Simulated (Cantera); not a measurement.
Input (Python, Cantera) and output of one run.

```python
import numpy as np
import cantera as ct

gas_names = """
    B BF BF2 BF3 BO BOF BOF2 BO2 B2 B2O B2O2 B2O3 B3O3F3 F FO FO2 F2 F2O O O2 O3
""".split()
cond_names = """
    B(b) B(L) B2O3(L)
""".split()


def load(file, names, dense=False):
    # The tables refer to 1 bar. Condensed volumes are neglected.
    table = {s.name: s for s in ct.Species.list_from_file(file)}
    out = []
    for n in names:
        d = dict(table[n].input_data)
        d["thermo"] = dict(d["thermo"], **{"reference-pressure": 1e5})
        if dense:
            d["equation-of-state"] = {"model": "constant-volume", "density": "1e6 g/cm^3"}
        out.append(ct.Species.from_dict(d))
    return out


gas = ct.Solution(thermo="ideal-gas", species=load("nasa_gas.yaml", gas_names))
cond = {s.name: ct.Solution(thermo="fixed-stoichiometry", species=[s], name=s.name)
        for s in load("nasa_condensed.yaml", cond_names, dense=True)}
atoms = {
    'BF3': {'B': 1, 'F': 3},
    'O2': {'O': 2},
}
top_T = {}  # K; cautious upper limits of use, not melting points


def equilibrate(T, P, feed):
    n = {}
    for name, mol in feed.items():
        for a, k in atoms[name].items():
            n[a] = n.get(a, 0.0) + k * mol
    gas.TPX = T, P, n
    mass = sum(n.values()) * gas.mean_molecular_weight
    gas.equilibrate("TP")
    valid = [c for c in cond.values() if c.min_temp <= T <= top_T.get(c.name, c.max_temp)]
    mix = ct.Mixture([(gas, mass / gas.mean_molecular_weight)] + [(c, 0.0) for c in valid])
    mix.T, mix.P = T, P
    mix.equilibrate("TP", solver="vcs", rtol=1e-11, max_steps=5000)
    return mix


results = []
T = 2325  # K
P = 10000  # Pa
for m in [0.15, 0.3, 0.57, 1.1, 2.1, 4.1, 7.9]:
    feed = {'BF3': 1, 'O2': m}  # mol
    mix = equilibrate(T, P, feed)
    results.append((T, P, feed, dict(zip(mix.species_names, mix.species_moles))))

top = {s: max(r[3][s] / sum(r[3][g] for g in gas_names) for r in results) for s in gas_names}
cols = sorted((s for s in top if top[s] > 1e-05), key=lambda s: -top[s])[:6]
seen = [c for c in cond_names if any(r[3].get(c, 0) > 1e-12 for r in results)]
print("log10 of partial pressures in bar; condensed amounts in mol")
print(f"{'n(O2)':>10s}" + "".join(f"{s[:9]:>10s}" for s in cols + seen))
for T, P, feed, n in results:
    ng = sum(n[g] for g in gas_names)
    print(f"{feed['O2']:10.4g}" + "".join(f"{np.log10(max(n[s] / ng * P / 1e5, 1e-99)):10.3f}" for s in cols)
          + "".join(f"{n.get(c, 0):10.4g}" for c in seen))
```

It prints:

```
log10 of partial pressures in bar; condensed amounts in mol
     n(O2)        O2       BF3         F       BOF         O      BOF2
      0.15    -1.959    -1.091    -2.310    -2.619    -3.221    -4.229
       0.3    -1.691    -1.149    -2.285    -2.593    -3.087    -4.178
      0.57    -1.484    -1.235    -2.279    -2.587    -2.983    -4.166
       1.1    -1.317    -1.367    -2.296    -2.603    -2.900    -4.199
       2.1    -1.200    -1.544    -2.335    -2.642    -2.842    -4.277
       4.1    -1.122    -1.773    -2.399    -2.705    -2.802    -4.404
       7.9    -1.075    -2.037    -2.479    -2.785    -2.779    -4.563
```

Method: chemical equilibrium by Gibbs-energy minimisation in Cantera with the NASA 1993 tables (ideal gas, pure condensed phases). The tables' values for BF2 are old estimates; treat these amounts as uncertain.
